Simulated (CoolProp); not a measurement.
C3F8 (R218) at 298.15 K and 0.403 MPa flows at 1.5 m/s in a round tube of 50 mm bore and 15 µm roughness, fully developed (64/Re and Nu = 3.66 if laminar; Colebrook and Gnielinski if turbulent). Each further row changes one setting.

The numbers come from the reference Helmholtz-energy equation of state, Lemmon 2006 in CoolProp. It is a short technical equation, of lower accuracy than the large ones.

| case | Reynolds number | Darcy friction factor | pressure drop (Pa/m) | heat-transfer coefficient (W/(m² K)) | mass flow (kg/h) |
|---|---|---|---|---|---|
| as stated | 207000 | 0.0177 | 13.4 | 100 | 357 |
| velocity 3 m/s | 414000 | 0.0165 | 50.0 | 188 | 714 |
| diameter 100 mm | 414000 | 0.0153 | 5.78 | 86.4 | 1430 |

Viscosity comes from a separate model (Huber 2003), an estimate that may be off by 10 % or more. Thermal conductivity comes from a separate model (Huber 2003), an estimate that may be off by 10 % or more.
